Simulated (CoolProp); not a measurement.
Vapour-liquid equilibrium of n-decane (1) + n-dodecane (2) at 1.76 kPa; x and y are mole fractions of (1).

Computed with CoolProp (multi-fluid Helmholtz-energy mixture model, Lemmon 2006 and Lemmon 2004; pair parameters Bell 2016).

Question: Give the bubble temperature and the first vapour's composition at x = 0.35, 0.85, 0.95. Is there an azeotrope?

Answer: x = 0.35: 351.4 K, y = 0.755; x = 0.85: 338.5 K, y = 0.972; x = 0.95: 336.7 K, y = 0.991. No azeotrope shows between x = 0.05 and 0.95.

The pair parameters rest on a limited set of measurements; away from them the model extrapolates.
